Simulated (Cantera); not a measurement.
# Thermodynamics of silicon nitride deposition, feed SiHCl₃ + NH₃ + H₂

Charge: 1 mol SiHCl₃, 0.89 mol NH₃, a varied amount of H₂, at 1225 °C and 51.0 Pa.

Equilibrium computed with Cantera from the NASA thermochemical tables; the gas is ideal and each condensed phase is pure. Candidate condensed phases: NH₄Cl, Si, Si₃N₄; 28 gas species. The tables' values for SiCl₃, SiCl are old estimates; treat these amounts as uncertain. Equilibrium is a limit: real reactors are often held back by kinetics, nucleation or transport.

From 0.19 mol H₂ to 1.6 mol H₂ nothing is condensed. From 2.5 mol H₂ to 33 mol H₂ the condensed part is Si(s). The main Si-bearing gas is SiCl₂ throughout.

| n(H₂) (mol) | log p H₂ | log p SiCl₂ | log p HCl | log p N₂ | log p SiCl₃ | log p H | log p SiCl₄ | n Si(s) |
|---|---|---|---|---|---|---|---|---|
| 0.19 | -3.70 | -3.90 | -3.90 | -4.24 | -5.55 | -6.62 | -6.69 | 0 |
| 0.29 | -3.69 | -3.91 | -3.91 | -4.25 | -5.58 | -6.61 | -6.74 | 0 |
| 0.45 | -3.66 | -3.93 | -3.93 | -4.27 | -5.62 | -6.60 | -6.81 | 0 |
| 0.69 | -3.63 | -3.95 | -3.95 | -4.29 | -5.68 | -6.58 | -6.91 | 0 |
| 1.1 | -3.59 | -3.99 | -3.99 | -4.33 | -5.78 | -6.56 | -7.06 | 0 |
| 1.6 | -3.55 | -4.03 | -4.03 | -4.37 | -5.88 | -6.54 | -7.23 | 0 |
| 2.5 | -3.51 | -4.11 | -4.06 | -4.44 | -6.02 | -6.52 | -7.42 | 0.0371 |
| 3.8 | -3.47 | -4.22 | -4.10 | -4.52 | -6.18 | -6.50 | -7.64 | 0.0973 |
| 5.9 | -3.43 | -4.37 | -4.15 | -4.63 | -6.40 | -6.48 | -7.93 | 0.175 |
| 9.1 | -3.40 | -4.54 | -4.22 | -4.75 | -6.66 | -6.46 | -8.28 | 0.264 |
| 14 | -3.37 | -4.74 | -4.31 | -4.89 | -6.96 | -6.45 | -8.68 | 0.362 |
| 21 | -3.35 | -4.96 | -4.40 | -5.04 | -7.29 | -6.44 | -9.11 | 0.459 |
| 33 | -3.33 | -5.22 | -4.53 | -5.21 | -7.69 | -6.43 | -9.64 | 0.566 |
log p: log10 of the partial pressure in bar; n: condensed amount in mol.
